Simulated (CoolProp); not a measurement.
The fluid at 298.15 K and 0.0369 MPa expands adiabatically to 0.00537 MPa with isentropic efficiency 0.8. The same conditions are run with several fluids, on thermodynamics alone (safety and materials aside).

The numbers come from the reference Helmholtz-energy equation of state of each fluid (R365MFC: Lemmon 2016; trans-2-butene: Lemmon 2005; R21: Platzer 1990; CH2F2 (R32): Tillner-Roth 1997; R1336mzz(E): Akasaka 2023) in CoolProp. The equations of Platzer and Polt are older, rougher fits.

Q: Rank R365MFC, trans-2-butene, R21, CH2F2 (R32), R1336mzz(E) by work (kJ/kg), highest first.

A: trans-2-butene (61.5), CH2F2 (R32) (60.4), R21 (32.2), R365MFC (24.1), R1336mzz(E) (21.7)

```csv
fluid,final temperature (K),final density (kg/m³)
R365MFC,271.9,0.353
trans-2-butene,255.8,0.142
R21,239.8,0.278
CH2F2 (R32),219.3,0.154
R1336mzz(E),270.1,0.393
```
